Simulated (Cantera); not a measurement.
## Stirred combustor or abatement burner

A perfectly stirred reactor is fed with CH₄ : O₂ : N₂ = 1 : 4.35 : 16.3 (molar parts), equivalence ratio 0.46, at 1.60 bar; it is adiabatic with a 523 K inlet, and is followed from long to short residence time, starting on the burning branch (τ in s: 0.28, 0.11, 0.041, 0.016, 0.006, 0.0023, 0.00089, 0.00034, 0.00013, 5e-05, 1.9e-05, 7.4e-06).

Cantera simulation using GRI-Mech 3.0 (53 species, 325 reactions); the numbers are that mechanism's predictions, not measurements.

```csv
τ (s),T (K),x CH₄,x O₂,x H₂O,x O,x H
0.28,1583,9.14e-6,0.109,0.0922,2.47e-5,1.09e-6
0.11,1582,1.68e-5,0.109,0.0921,4.42e-5,2.65e-6
0.041,1578,3.20e-5,0.109,0.0919,8.22e-5,6.79e-6
0.016,1573,5.94e-5,0.109,0.0917,0.000148,1.66e-5
0.0060,1563,0.000115,0.109,0.0913,0.000266,4.14e-5
0.0023,1543,0.000230,0.110,0.0907,0.000443,9.55e-5
0.00089,1502,0.000531,0.113,0.0893,0.000622,0.000191
0.00034,523,0.0462,0.201,<1e-12,<1e-12,<1e-12
0.00013,523,0.0462,0.201,<1e-12,<1e-12,<1e-12
5.0e-5,523,0.0462,0.201,<1e-12,<1e-12,<1e-12
1.9e-5,523,0.0462,0.201,<1e-12,<1e-12,<1e-12
7.4e-6,523,0.0462,0.201,<1e-12,<1e-12,<1e-12
```
x: mole fraction; the columns are a selection and need not sum to one.
